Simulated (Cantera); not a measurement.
Input (Python, Cantera):

```python
import numpy as np
import cantera as ct

gas = ct.Solution("gri30.yaml")
gas.TPX = 1175, 101325, {'CH4': 1, 'CO': 0.057, 'O2': 1.35, 'N2': 5.08, 'CO2': 0.032}
reactor = ct.IdealGasReactor(gas, energy="on", clone=False)
net = ct.ReactorNet([reactor])
net.rtol, net.atol = 1e-08, 1e-16
show = ['CH4', 'CO', 'O2', 'NO', 'C2H', 'CH2']
times = np.geomspace(3e-06, 3, 14)

steps = ct.SolutionArray(gas, extra=["t"])
rows = []
print(f"{'t/s':>10s}{'T/K':>9s}{'P/Pa':>11s}" + "".join(f"{s:>11s}" for s in show))
for t in times:
    while net.time < t:
        t_next = net.step()
        steps.append(gas.state, t=t_next)
    rows.append([np.interp(t, steps.t, y) for y in (steps.T, steps.P, *steps(*show).X.T)])
    print(f"{t:10.3e}{rows[-1][0]:9.1f}{rows[-1][1]:11.4g}" + "".join(f"{x:11.3e}" for x in rows[-1][2:]))
rate = np.gradient(steps.T, steps.t)
print("integrator steps:", len(steps.t))
if steps.T.max() > steps.T[0] + 200:
    print(f"time of steepest temperature rise: {steps.t[rate.argmax()]:.4e} s")
gas.TPX = 1175, 101325, {'CH4': 1, 'CO': 0.057, 'O2': 1.35, 'N2': 5.08, 'CO2': 0.032}
gas.equilibrate("UV")
print(f"equilibrium (UV): T = {gas.T:.1f} K  " + "  ".join(f"{s} {gas[s].X[0]:.3e}" for s in show))
```

It prints:

```
       t/s      T/K       P/Pa        CH4         CO         O2         NO        C2H        CH2
 3.000e-06   1175.0  1.013e+05  1.330e-01  7.581e-03  1.795e-01  8.580e-22  2.158e-35  3.755e-19
 8.683e-06   1175.0  1.013e+05  1.330e-01  7.581e-03  1.795e-01  3.414e-21  2.189e-34  1.426e-18
 2.513e-05   1175.0  1.013e+05  1.330e-01  7.581e-03  1.795e-01  1.113e-20  2.627e-33  6.445e-18
 7.273e-05   1175.0  1.013e+05  1.330e-01  7.581e-03  1.795e-01  3.568e-20  6.886e-32  4.025e-17
 2.105e-04   1175.0  1.013e+05  1.330e-01  7.581e-03  1.795e-01  1.276e-19  8.199e-30  3.619e-16
 6.093e-04   1175.0  1.013e+05  1.330e-01  7.581e-03  1.795e-01  6.350e-19  3.113e-27  4.950e-15
 1.763e-03   1175.0  1.013e+05  1.330e-01  7.580e-03  1.795e-01  5.520e-18  2.690e-24  8.042e-14
 5.104e-03   1175.2  1.013e+05  1.330e-01  7.580e-03  1.795e-01  4.466e-17  6.891e-22  2.954e-13
 1.477e-02   1176.0  1.014e+05  1.328e-01  7.584e-03  1.794e-01  2.413e-16  3.471e-20  5.476e-13
 4.275e-02   1181.7  1.019e+05  1.319e-01  7.712e-03  1.788e-01  2.725e-15  6.255e-18  2.789e-12
 1.237e-01   2784.5  2.644e+05  1.491e-12  9.799e-02  9.048e-04  2.091e-03  8.953e-17  1.604e-12
 3.581e-01   2784.5  2.644e+05  1.491e-12  9.799e-02  9.048e-04  2.091e-03  8.953e-17  1.604e-12
 1.037e+00   2784.5  2.644e+05  1.491e-12  9.799e-02  9.048e-04  2.091e-03  8.953e-17  1.604e-12
 3.000e+00   2784.5  2.644e+05  1.491e-12  9.799e-02  9.048e-04  2.091e-03  8.953e-17  1.604e-12
integrator steps: 2498
time of steepest temperature rise: 8.3120e-02 s
equilibrium (UV): T = 2784.5 K  CH4 1.738e-12  CO 9.799e-02  O2 9.048e-04  NO 2.091e-03  C2H 9.606e-17  CH2 1.701e-12
```

Model: GRI-Mech 3.0 (53 species, 325 reactions), integrated in Cantera.
